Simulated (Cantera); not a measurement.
SiCl4 + N2 (silicon epitaxy and polysilicon growth)

Charge: 1 mol SiCl4, a varied amount of N2, at 1723.15 K and 50.3 Torr.

Cantera equilibrium calculation (NASA polynomials, part measured and part estimated; ideal gas, pure solids and liquids). Candidate condensed phases: Si, Si3N4; 13 gas species. The tables' values for SiCl3 are old estimates; treat these amounts as uncertain. Kinetics and transport are ignored.

| n(N2) (mol) | log p N2 | log p SiCl4 | log p Cl | log p SiCl3 | log p SiCl2 | log p Cl2 | log p SiCl |
|---|---|---|---|---|---|---|---|
| 8.5 | -1.23 | -2.21 | -3.03 | -3.16 | -3.84 | -4.73 | -9.06 |
| 12 | -1.21 | -2.36 | -3.09 | -3.25 | -3.86 | -4.85 | -9.02 |
| 17 | -1.20 | -2.51 | -3.15 | -3.34 | -3.89 | -4.98 | -8.98 |
| 23 | -1.20 | -2.65 | -3.21 | -3.41 | -3.91 | -5.09 | -8.95 |
| 33 | -1.19 | -2.81 | -3.28 | -3.51 | -3.94 | -5.23 | -8.91 |
| 46 | -1.19 | -2.97 | -3.34 | -3.61 | -3.97 | -5.36 | -8.88 |
| 65 | -1.18 | -3.15 | -3.41 | -3.71 | -4.00 | -5.50 | -8.84 |
| 91 | -1.18 | -3.32 | -3.48 | -3.82 | -4.04 | -5.63 | -8.81 |
| 130 | -1.18 | -3.51 | -3.56 | -3.93 | -4.08 | -5.78 | -8.78 |
log p: log10 of the partial pressure in bar; nothing condenses.

From 8.5 mol N2 to 130 mol N2 nothing is condensed. The main Si-bearing gas is SiCl4 throughout.
